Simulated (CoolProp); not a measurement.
R123 along the isotherm 226.85 °C: density (kg/m³) from the reference equation and from simpler models built on Tc = 183.7 °C, pc = 3662 kPa, ω = 0.282; each cubic takes its own stable root.

Values from CoolProp's reference Helmholtz-energy equation of state, Younglove 1994. It is a modified Benedict-Webb-Rubin equation, recast in Helmholtz form.

```csv
p (kPa),phase,reference
116,gas,4.301
180,gas,6.704
281,gas,10.54
437,gas,16.58
681,gas,26.30
1060,gas,42.17
1650,gas,69.03
2570,gas,117.8
4000,supercritical,221.4
6230,supercritical,538.1
9700,supercritical,829.5
15100,supercritical,965.6
23500,supercritical,1068
36600,supercritical,1160
```

Problem. How far does each simpler model (ideal gas, Redlich-Kwong) lie from the reference over these 14 states: mean and median of the absolute difference, and the worst?

Solution. 
- ideal gas: mean 19.8 %, median 14.1 %, worst -57.4 % at 226.85 °C and 6230 kPa
- Redlich-Kwong: mean 2.3 %, median 0.5 %, worst -9.0 % at 226.85 °C and 9700 kPa
